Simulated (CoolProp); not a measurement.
The fluid at 606.86 K and 0.379 MPa flows at 0.073 m/s in a round tube of 6 mm bore and 0.25 µm roughness, fully developed (64/Re and Nu = 3.66 if laminar; Colebrook and Gnielinski if turbulent). The same conditions are run with several fluids, on thermodynamics alone (safety and materials aside).

Model: reference Helmholtz-energy equation of state of each fluid (ethane: Bücker 2006; ethanol: Schroeder 2014; sulfur hexafluoride: Guder 2009; methane: Setzmann 1991; p-xylene: Zhou 2012), in CoolProp.

```csv
fluid,Reynolds number,Darcy friction factor,pressure drop (Pa/m),heat-transfer coefficient (W/(m² K)),mass flow (kg/h)
ethane,57.2,1.12,1.12,45.6,0.0168
ethanol,86.0,0.744,1.15,31.9,0.0259
sulfur hexafluoride,172,0.371,1.81,21.3,0.0817
methane,26.8,2.39,1.28,55.2,0.00895
p-xylene,282,0.227,0.841,26.1,0.0620
```

Transport values come from each fluid's own correlations.
